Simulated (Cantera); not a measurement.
# Ignition delay

Mixture: CH4 : O2 : N2 = 1 : 1 : 3.76 (molar parts), equivalence ratio 2.0, at 47000 Pa, adiabatic and at constant volume. Ignition delay is the time to a rise of 400 K.

Model: GRI-Mech 3.0 (53 species, 325 reactions), integrated in Cantera.

```
T0 (K)  delay (ms)
------  ----------
1323          21.0
1423          6.05
1523          2.04
1623         0.810
1723         0.373
1823         0.193
1923         0.109
2023        0.0665
2123        0.0429
2223        0.0291
```

```yaml
apparent activation energy between 2023 and 2223 K: 150 kJ/mol
```
